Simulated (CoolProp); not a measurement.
Properties of the fluoroketone C6F12O (FK-5-1-12) along the isotherm 500 K.

Computed with CoolProp (reference Helmholtz-energy equation of state, McLinden 2015).

```json
[
 {"p (kPa)": "2080", "phase": "supercritical", "Z": "0.7299", "cp (kJ/(kg K))": "1.192", "isothermal compressibility (1/MPa)": "0.6804", "expansivity (1/kK)": "?"},
 {"p (kPa)": "4150", "phase": "supercritical", "Z": "0.4982", "cp (kJ/(kg K))": "?", "isothermal compressibility (1/MPa)": "0.2930", "expansivity (1/kK)": "11.81"},
 {"p (kPa)": "6230", "phase": "supercritical", "Z": "0.5458", "cp (kJ/(kg K))": "1.341", "isothermal compressibility (1/MPa)": "0.07904", "expansivity (1/kK)": "6.057"},
 {"p (kPa)": "8310", "phase": "supercritical", "Z": "0.6484", "cp (kJ/(kg K))": "1.290", "isothermal compressibility (1/MPa)": "0.04010", "expansivity (1/kK)": "4.168"},
 {"p (kPa)": "10400", "phase": "supercritical", "Z": "0.7589", "cp (kJ/(kg K))": "?", "isothermal compressibility (1/MPa)": "0.02598", "expansivity (1/kK)": "3.284"},
 {"p (kPa)": "12500", "phase": "supercritical", "Z": "0.8707", "cp (kJ/(kg K))": "1.247", "isothermal compressibility (1/MPa)": "?", "expansivity (1/kK)": "2.767"},
 {"p (kPa)": "14500", "phase": "supercritical", "Z": "0.9766", "cp (kJ/(kg K))": "1.236", "isothermal compressibility (1/MPa)": "0.01501", "expansivity (1/kK)": "2.440"},
 {"p (kPa)": "16600", "phase": "supercritical", "Z": "1.087", "cp (kJ/(kg K))": "1.227", "isothermal compressibility (1/MPa)": "0.01229", "expansivity (1/kK)": "2.192"},
 {"p (kPa)": "18700", "phase": "supercritical", "Z": "1.195", "cp (kJ/(kg K))": "?", "isothermal compressibility (1/MPa)": "0.01038", "expansivity (1/kK)": "2.005"}
]
```

Task: What belongs in the gaps?

Result: 
- 2080, expansivity (1/kK): 6.089
- 4150, cp (kJ/(kg K)): 1.460
- 10400, cp (kJ/(kg K)): 1.263
- 12500, isothermal compressibility (1/MPa): 0.01897
- 18700, cp (kJ/(kg K)): 1.221
